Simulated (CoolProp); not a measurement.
Properties of dodecamethylpentasiloxane (MD3M) along the isobar 2.23 MPa (Tc = 628.0 K, pc = 0.9540 MPa, ω = 0.730).

Model: reference Helmholtz-energy equation of state, Thol 2019, in CoolProp.

```tsv
T (K)	phase	density (kg/m³)	speed of sound (m/s)	Joule-Thomson coefficient (K/MPa)	expansivity (1/kK)	fugacity coefficient
520.9	liquid	647.9	392.4	-0.03618	1.822	0.07874
528	liquid	639.5	377.5	-0.004514	1.882	0.08973
535	liquid	631.0	362.9	0.02982	1.947	0.1015
542.1	liquid	622.1	348.3	0.06829	2.019	0.1144
549.2	liquid	613.1	333.7	0.1110	2.098	0.1283
556.3	liquid	603.9	319.2	0.1588	2.186	0.1431
563.4	liquid	594.4	304.8	0.2124	2.283	(withheld)
570.4	liquid	584.7	290.7	0.2721	2.390	(withheld)
577.5	liquid	(withheld)	(withheld)	0.3409	2.512	0.1930
584.6	liquid	564.2	262.4	0.4196	2.649	0.2115
591.7	liquid	553.4	248.4	(withheld)	2.805	0.2308
598.8	liquid	542.2	234.5	(withheld)	2.983	0.2509
605.8	liquid	530.6	221.0	0.7369	3.183	0.2714
612.9	liquid	518.3	207.3	0.8816	3.417	0.2928
620	liquid	505.4	193.9	(withheld)	3.687	0.3148
```

**Question.** Fill in the missing entries.

**Answer.** 
- 563.4, fugacity coefficient: 0.1589
- 570.4, fugacity coefficient: 0.1754
- 577.5, density (kg/m³): 574.7
- 577.5, speed of sound (m/s): 276.5
- 591.7, Joule-Thomson coefficient (K/MPa): 0.5103
- 598.8, Joule-Thomson coefficient (K/MPa): 0.6157
- 620, Joule-Thomson coefficient (K/MPa): 1.053
